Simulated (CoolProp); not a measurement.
Values from CoolProp's reference Helmholtz-energy equation of state, Lemmon 2016.

Question: For R365MFC, give the phase and the Z, speed of sound (m/s), Joule-Thomson coefficient (K/MPa), expansivity (1/kK) at 176.05 °C and 4.2 MPa.

Answer: 
- 176.05 °C and 4.2 MPa: liquid; Z 0.202, speed of sound 214, Joule-Thomson coefficient 1.35, expansivity 7.15
